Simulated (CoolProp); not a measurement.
Vapour-liquid equilibrium of R134a (1) + R141b (2) at 2.46 bar; x and y are mole fractions of (1).

Computed with CoolProp (multi-fluid Helmholtz-energy mixture model, Tillner-Roth 1994 and Lemmon 2006; pair parameters Bell 2016).

**Question.** Give the bubble temperature and the first vapour's composition at x = 0.05, 0.55, 0.65. Is there an azeotrope?

**Answer.** x = 0.05: 321.0 K, y = 0.323; x = 0.55: 278.7 K, y = 0.913; x = 0.65: 276.0 K, y = 0.934. No azeotrope shows between x = 0.05 and 0.95.

Pair parameters are fitted to limited data, so mixtures are less certain than the pure fluids.
